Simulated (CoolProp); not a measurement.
Aqueous magnesium chloride as a coolant, at -11 °C, 1 atm.

The numbers come from the Melinder's fits for secondary coolants in CoolProp.

| mass % | freezing point (°C) | Prandtl number | conductivity (W/(m K)) | density (kg/m³) | viscosity (mPa s) |
|---|---|---|---|---|---|
| 14.5 | -15.8 | ___ | 0.509 | 1132 | 5.28 |
| 16.9 | -20.8 | 36.3 | ___ | ___ | 5.76 |
| 19.3 | -26.7 | 41.5 | 0.498 | 1178 | 6.76 |
| 21.7 | -34.3 | 62.3 | 0.489 | ___ | 10.3 |
| 24.1 | -45.0 | 172 | ___ | 1235 | 28.6 |

Q: What belongs in the gaps?

A: 
- 14.5, Prandtl number: 34.2
- 16.9, conductivity (W/(m K)): 0.504
- 16.9, density (kg/m³): 1155
- 21.7, density (kg/m³): 1204
- 24.1, conductivity (W/(m K)): 0.475
